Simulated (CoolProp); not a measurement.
n-perfluoropentane at several states: density (kg/m³) from the reference equation and from simpler models built on Tc = 147.9 °C, pc = 2.063 MPa, ω = 0.436; each cubic takes its own stable root.

Model: reference Helmholtz-energy equation of state, Gao 2022, in CoolProp.

| T (°C) | p (MPa) | phase | reference | Soave-Redlich-Kwong | Peng-Robinson |
|---|---|---|---|---|---|
| -50.95 | 1.46 | liquid | 1837 | 1701 | 1912 |
| -81.75 | 0.0267 | liquid | 1921 | 1755 | 1970 |
| 210.65 | 7.15 | supercritical | 895.8 | 800.0 | 868.0 |
| -13.55 | 0.063 | liquid | 1725 | 1608 | 1814 |
